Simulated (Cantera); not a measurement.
A closed system holds: 1 mol SiCl4, 6.4 mol H2, at 1052 °C and 0.440 bar.

Equilibrium computed with Cantera from the NASA thermochemical tables; the gas is ideal and each condensed phase is pure. Candidate condensed phases: Si; 19 gas species. The tables' values for SiCl3 are old estimates; treat these amounts as uncertain. Rates play no part.

Base state: H2 0.773, HCl 0.0970, SiCl4 0.0610, SiCl2 0.0260, SiHCl3 0.0249, SiCl3 0.0171, SiH2Cl2 0.00145, SiH3Cl 2.41e-5 (mole fractions); condensed: gas only.

Problem. What changes in the equilibrium state with this change: H2 from 6.4 to 900 mol?

Solution. 
| species | before | after |
|---|---|---|
| H2 | 0.773 | 0.996 |
| HCl | 0.0970 | 0.00431 |
| SiCl2 | 0.0260 | 5.12e-5 |
| SiCl4 | 0.0610 | 1.84e-7 |
| SiCl3 | 0.0171 | 1.32e-6 |
| SiHCl3 | 0.0249 | 2.17e-6 |
| SiH2Cl2 | 0.00145 | 3.69e-6 |
| SiH3Cl | 2.41e-5 | 1.77e-6 |
| Si(s), mol | 0 | 0.945 |
